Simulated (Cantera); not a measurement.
Cantera run:

```python
import numpy as np
import cantera as ct

gas_names = [...]  # 62 gases of nasa_gas.yaml made of B, F, H, N, O
cond_names = """
    B(b) B(L) BN(s) B2O3(L) B3O3H3(cr) H2O(s) H2O(L)
""".split()


# ... load() reads the species with a 1 bar reference pressure and builds the phases ...
atoms = {
    'BF3': {'B': 1, 'F': 3},
    'H2O': {'H': 2, 'O': 1},
    'N2': {'N': 2},
}
top_T = {'BN(s)': 3200}  # K; cautious upper limits of use, not melting points


# ... equilibrate(T, P, feed) seeds the gas with the atoms and calls Mixture.equilibrate('TP', solver="vcs", rtol=1e-11, max_steps=5000) ...
results = []
feed = {'BF3': 1, 'H2O': 0.79, 'N2': 0.18}  # mol
P = 10000  # Pa
for T in [848, 948, 1048, 1148, 1248, 1348, 1448, 1548, 1648, 1748, 1848, 1948]:
    mix = equilibrate(T, P, feed)
    results.append((T, P, feed, dict(zip(mix.species_names, mix.species_moles))))

top = {s: max(r[3][s] / sum(r[3][g] for g in gas_names) for r in results) for s in gas_names}
cols = sorted((s for s in top if top[s] > 1e-06), key=lambda s: -top[s])[:6]
seen = [c for c in cond_names if any(r[3].get(c, 0) > 1e-12 for r in results)]
print("log10 of partial pressures in bar; condensed amounts in mol")
print(f"{'T/K':>10s}" + "".join(f"{s[:9]:>10s}" for s in cols + seen))
for T, P, feed, n in results:
    ng = sum(n[g] for g in gas_names)
    print(f"{T:10.4g}" + "".join(f"{np.log10(max(n[s] / ng * P / 1e5, 1e-99)):10.3f}" for s in cols)
          + "".join(f"{n.get(c, 0):10.4g}" for c in seen))
```

Result:

```
log10 of partial pressures in bar; condensed amounts in mol
       T/K        HF       BF3       H2O       BOF        N2    B3O3F3   B2O3(L)
       848    -1.772    -1.384    -1.520    -6.586    -2.051    -2.608         0
       948    -1.667    -1.415    -1.557    -5.342    -2.055    -2.473         0
      1048    -1.584    -1.446    -1.599    -4.348    -2.058    -2.394  0.003128
      1148    -1.514    -1.474    -1.646    -3.546    -2.063    -2.377   0.01456
      1248    -1.463    -1.506    -1.698    -2.880    -2.069    -2.376   0.01977
      1348    -1.433    -1.553    -1.760    -2.322    -2.083    -2.400   0.00445
      1448    -1.402    -1.620    -1.868    -1.933    -2.110    -2.689         0
      1548    -1.358    -1.716    -2.030    -1.733    -2.138    -3.354         0
      1648    -1.315    -1.822    -2.229    -1.648    -2.156    -4.204         0
      1748    -1.285    -1.916    -2.452    -1.603    -2.168    -5.046         0
      1848    -1.267    -1.989    -2.693    -1.578    -2.175    -5.836         0
      1948    -1.256    -2.039    -2.944    -1.563    -2.180    -6.568         0
```

Method: chemical equilibrium by Gibbs-energy minimisation in Cantera with the NASA 1993 tables (ideal gas, pure condensed phases). The tables' values for BF2 are old estimates; treat these amounts as uncertain. Gases not in the tables: H3BO3.
